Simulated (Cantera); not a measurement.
A counterflow diffusion flame at 525 Torr, nozzles 20 mm apart: fuel side C3H8 = 1 (molar parts) at 300 K, oxidiser side O2 : N2 = 0.23 : 0.77 (molar parts) at 323 K, fuel mass flux 1.1 times the oxidiser's; mixture-averaged transport, no radiation.

Cantera simulation using GRI-Mech 3.0 (53 species, 325 reactions); the numbers are that mechanism's predictions, not measurements. GRI-Mech 3.0 was tuned for natural gas; its chemistry of propane as a main component is partial and can be far from experiment. GRI-Mech 3.0 has no aromatics or soot, which form on the fuel side of real flames. The maximum strain rate includes the flame's own expansion and is several times the mean.

x: mole fraction; the columns are a selection and need not sum to one.

```
oxidiser flux (kg/m²/s)  max strain (1/s)  mean strain (1/s)  T max (K)  peak x OH  peak x H  peak x NO  peak x CO  peak x C2H2
-----------------------  ----------------  -----------------  ---------  ---------  --------  ---------  ---------  -----------
0.17                                  162               18.8       2062    0.00817   0.00506          ?     0.0737       0.0410
0.27                                  241               29.9       2039    0.00813   0.00549          ?     0.0733       0.0389
0.4                                   339               44.3       2015    0.00798   0.00582          ?     0.0728       0.0367
0.61                                  490               67.6       1990    0.00777   0.00616          ?     0.0726       0.0343
0.93                                  713                103       1962    0.00746   0.00643          ?     0.0729       0.0316
1.4                                  1030                155       1928    0.00699   0.00655          ?     0.0737       0.0283
2.2                                  1540                244       1879    0.00621   0.00640          ?     0.0757       0.0235
3.3                                  2230                365       1812    0.00507   0.00572          ?     0.0790       0.0173
```

Q: Some entries are withheld; supply them.

A: 
- 0.17, peak x NO: 0.000269
- 0.27, peak x NO: 0.000246
- 0.4, peak x NO: 0.000221
- 0.61, peak x NO: 0.000192
- 0.93, peak x NO: 0.000159
- 1.4, peak x NO: 0.000122
- 2.2, peak x NO: 7.93e-5
- 3.3, peak x NO: 3.99e-5
